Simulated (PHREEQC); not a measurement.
Leach liquor: an equilibrium model

A solution holds 0.21 mol/kgw H2SO4 and 0.0045 mol/kgw FeSO4, at 20 °C. It is in equilibrium with CO2 at log p = -3.4 (atm). Otherwise closed; pH follows from the charge balance.

Equilibrium calculation in PHREEQC: ion-association model, phreeqc.dat.

This is a speciation only: nothing precipitates in the calculation.

Task: What pH, activity of water does the model give?

Result: pH 0.73; activity of water 0.992.

Task: In which forms is Fe present?

Result: Fe+2 49 %, FeHSO4+ 32 %, FeSO4 18 % of the Fe.
